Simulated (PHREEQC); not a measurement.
Make-up at 5 °C: 8.2 mmol/kgw SrBr2. It is in equilibrium with CO2 at log p = -2 (atm). Otherwise closed; pH follows from the charge balance.

Equilibrium calculation in PHREEQC: ion-association model, wateq4f.dat.

```yaml
pH: 4.84
ionic_strength: 0.0246 mol/kgw
```

| species | molality | activity | log γ |
|---|---|---|---|
| Br- | 0.0164 | 0.0142 | -0.063 |
| Sr+2 | 0.00820 | 0.00470 | -0.242 |
| CO2 | 0.000639 | 0.000643 | 0.002 |
| H+ | 1.62e-5 | 1.44e-5 | -0.053 |
| HCO3- | 1.57e-5 | 1.36e-5 | -0.061 |
| SrHCO3+ | 5.68e-7 | 4.94e-7 | -0.061 |

Precipitation was switched off in this run. Species that the database lacks are ignored. At this temperature some constants are extrapolated from 25 °C, and those without enthalpy data are left unchanged.
